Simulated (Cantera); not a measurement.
Ammonia decomposition in nitride growth gas

An isothermal, constant-pressure homogeneous reactor starts with 21.7 % NH3, 78.3 % H2, at 1850 K and 0.650 bar.

Computed with Cantera and the gas-phase N/H chemistry of the illustrative SiF4/NH3 mechanism in the Surface Chemkin manual (1991). Walls and surfaces, which speed up NH3 decomposition in real reactors, are not modelled.

| t (s) | x NH3 | x H2 | x N2 | x N | x N2H2 | x H |
|---|---|---|---|---|---|---|
| 5.00e-5 | 0.217 | 0.783 | 7.62e-10 | 2.88e-11 | 5.91e-10 | 1.48e-5 |
| 0.000126 | 0.217 | 0.783 | 3.98e-8 | 4.64e-10 | 4.30e-9 | 3.70e-5 |
| 0.000316 | 0.217 | 0.783 | 1.31e-6 | 6.90e-9 | 3.20e-8 | 9.10e-5 |
| 0.000793 | 0.217 | 0.782 | 2.66e-5 | 6.62e-8 | 1.93e-7 | 0.000194 |
| 0.00199 | 0.217 | 0.783 | 0.000233 | 1.50e-7 | 3.78e-7 | 0.000257 |
| 0.00501 | 0.215 | 0.784 | 0.000858 | 1.54e-7 | 3.83e-7 | 0.000260 |
| 0.0126 | 0.211 | 0.786 | 0.00241 | 1.54e-7 | 3.74e-7 | 0.000262 |
| 0.0316 | 0.202 | 0.791 | 0.00614 | 1.54e-7 | 3.53e-7 | 0.000267 |
| 0.0795 | 0.182 | 0.803 | 0.0146 | 1.53e-7 | 3.05e-7 | 0.000280 |
| 0.200 | 0.141 | 0.827 | 0.0313 | 1.49e-7 | 2.17e-7 | 0.000311 |
| 0.502 | 0.0811 | 0.863 | 0.0559 | 1.37e-7 | 1.02e-7 | 0.000377 |
| 1.26 | 0.0292 | 0.893 | 0.0773 | 1.00e-7 | 2.34e-8 | 0.000492 |
| 3.17 | 0.00751 | 0.906 | 0.0862 | 4.52e-8 | 2.47e-9 | 0.000601 |
| 7.96 | 0.00216 | 0.909 | 0.0884 | 1.53e-8 | 2.34e-10 | 0.000635 |
| 20.0 | 0.000748 | 0.910 | 0.0889 | 5.41e-9 | 2.86e-11 | 0.000641 |
x: mole fraction; the columns are a selection and need not sum to one.

Equilibrium at this temperature and pressure: NH3 4.42e-6, H2 0.910, N2 0.0893, N 3.21e-11, N2H2 <1e-12, H 0.000642 (gas phase only).
